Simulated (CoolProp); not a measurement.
A single-stage vapour-compression cycle with R245fa: evaporating at 303.15 K (dew point), condensing at 346.15 K (bubble point), superheat 2 K, subcooling 5 K, compressor efficiency 0.65, no pressure losses. Each further row changes one setting.

Model: reference Helmholtz-energy equation of state, Akasaka 2015, in CoolProp.

```tsv
case	cooling COP	pressure ratio	discharge temperature (K)	refrigerating effect (kJ/kg)	volumetric capacity (kJ/m³)
as stated	3.82	3.70	352.4	138	1380
evaporating temperature 308.15 K	4.51	3.11	351.6	141	1670
condensing temperature 341.15 K	4.47	3.24	347.4	145	1450
subcooling 10 K	4.02	3.70	352.4	145	1450
superheat 12 K	3.90	3.70	362.6	147	1410
compressor efficiency 0.55	3.24	3.70	358.5	138	1380
```
